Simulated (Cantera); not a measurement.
## Adiabatic ignition

An adiabatic, constant-volume homogeneous reactor starts with 21.2 % H₂, 16.5 % O₂, 62.3 % N₂, at 1098 K and 14.8 atm.

Cantera simulation using GRI-Mech 3.0 (53 species, 325 reactions); the numbers are that mechanism's predictions, not measurements. The hydrogen kinetics of GRI-Mech 3.0 are dated; newer H2 mechanisms differ, most at raised pressure. The pressure lies above the range GRI-Mech 3.0 was tuned for (to about 10 atm).

```tsv
t (s)	T (K)	P (bar)	x H₂	x O₂	x HO₂	x O	x H₂O₂
2.00e-6	1098	15.0	0.212	0.165	1.99e-8	6.10e-11	1.42e-10
5.37e-6	1098	15.0	0.212	0.165	5.47e-8	6.47e-11	1.05e-9
1.44e-5	1098	15.0	0.212	0.165	1.50e-7	7.57e-11	7.58e-9
3.86e-5	1098	15.0	0.212	0.165	4.27e-7	1.13e-10	5.39e-8
0.000104	1098	15.0	0.212	0.165	1.46e-6	2.90e-10	4.03e-7
0.000278	1098	15.0	0.212	0.165	9.42e-6	2.07e-9	5.07e-6
0.000746	1107	15.1	0.211	0.165	8.64e-5	6.62e-8	0.000216
0.00200	2787	34.3	0.00341	0.0547	3.69e-5	0.00207	3.77e-6
0.00537	2787	34.3	0.00341	0.0547	3.69e-5	0.00207	3.77e-6
0.0144	2787	34.3	0.00341	0.0547	3.69e-5	0.00207	3.77e-6
0.0386	2787	34.3	0.00341	0.0547	3.69e-5	0.00207	3.77e-6
0.104	2787	34.3	0.00341	0.0547	3.69e-5	0.00207	3.77e-6
0.278	2787	34.3	0.00341	0.0547	3.69e-5	0.00207	3.77e-6
0.746	2787	34.3	0.00341	0.0547	3.69e-5	0.00207	3.77e-6
2.00	2787	34.3	0.00341	0.0547	3.69e-5	0.00207	3.77e-6
```
x: mole fraction; the columns are a selection and need not sum to one.

The time of steepest temperature rise is 1.01 ms. The temperature at 2.00 s comes out as 2787 K, the equilibrium temperature is 2787 K and the x(H₂) at 2.00 s is 0.00341 (gas-phase equilibrium 0.00341). The x(O₂) at 2.00 s comes out as 0.0547 (gas-phase equilibrium 0.0547). The x(HO₂) at 2.00 s is 3.69e-5 (gas-phase equilibrium 3.69e-5).
